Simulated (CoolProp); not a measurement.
A simple Rankine cycle with n-octane: condensing at 309.15 K, boiler at 0.925 MPa, turbine inlet 507.5 K, turbine efficiency 0.8, pump efficiency 0.6, no recuperator. Each further row changes one setting.

The numbers come from the reference Helmholtz-energy equation of state, Beckmüller 2019 in CoolProp.

```
case                             thermal efficiency (%)  net work (kJ/kg)  heat in (kJ/kg)  turbine exit temperature (K)  volume ratio over the turbine
-------------------------------  ----------------------  ----------------  ---------------  ----------------------------  -----------------------------
as stated                                          18.9               140              743                         433.5                            311
turbine inlet 527.5 K                              18.5               148              800                         454.9                            296
condensing temperature 301.15 K                    19.8               151              761                         428.9                            471
boiler pressure 0.647 MPa                          17.9               136              756                         441.5                            198
turbine efficiency 0.7                             16.5               122              743                         441.4                            317
```
